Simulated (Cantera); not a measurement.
Feed: 1 mol Fe2O3, 3 mol CO, held at 101000 Pa.

Method: chemical equilibrium by Gibbs-energy minimisation in Cantera with the NASA 1993 tables (ideal gas, pure condensed phases). Candidate condensed phases: C, Fe, Fe(CO)5, FeO, Fe2O3, Fe3O4; 15 gas species. The tables' stoichiometric FeO is somewhat more stable than real wüstite, so its field is too wide. FeO: taken at fixed stoichiometry. Rates play no part.

Problem. Which condensed phases are stable at each of these points (T (K)): 1448, 1548, 1648, 1748, 1848, 1948, 2048, 2148?

Solution. 
| T (K) | condensed phases | Fe condensed (%) |
|---|---|---|
| 1448 | FeO(s) | 100.0 |
| 1548 | FeO(s) | 100.0 |
| 1648 | FeO(s) | 100.0 |
| 1748 | FeO(l) | 100.0 |
| 1848 | FeO(l) | 100.0 |
| 1948 | FeO(l) | 100.0 |
| 2048 | FeO(l) | 100.0 |
| 2148 | FeO(l) | 99.9 |

From 1448 K to 1648 K the condensed part is FeO(s). From 1748 K to 2148 K the condensed part is FeO(l).
